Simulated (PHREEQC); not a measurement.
1 kg of water holding 0.52 mol/kgw NaHCO3 meets 20 L of dry gas (CO2 1 by moles) at fixed total pressure, at 25 °C; fugacities by Peng-Robinson. The gases take part in no redox reaction, some water evaporates into the gas, and hydrates or a liquid gas phase aren't modelled. Precipitation was switched off in this run.

Model: Pitzer model, pitzer.dat, run in PHREEQC.

Problem. Predict dissolved CO2 (all carbonate carbon) (mol/kgw), pH at P (atm) = 5, 15, 20.

Solution. 
```csv
P (atm),dissolved CO2 (all carbonate carbon) (mol/kgw),pH
5,0.670,6.65
15,0.945,6.20
20,1.07,6.09
```

Complexes and solids missing from the database can't appear.
